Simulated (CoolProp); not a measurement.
Vapour-liquid equilibrium of R125 (1) + R134a (2) at 285.9 K; x and y are mole fractions of (1).

Computed with CoolProp (multi-fluid Helmholtz-energy mixture model, Lemmon 2005 and Tillner-Roth 1994; pair parameters Lemmon 2004).

Problem. Give the bubble pressure and the first vapour's composition at x = 0.25, 0.75, 0.85. Is there an azeotrope?

Solution. x = 0.25: 589.3 kPa, y = 0.396; x = 0.75: 851.0 kPa, y = 0.843; x = 0.85: 903.7 kPa, y = 0.909. No azeotrope shows between x = 0.05 and 0.95.

Pair parameters are fitted to limited data, so mixtures are less certain than the pure fluids.
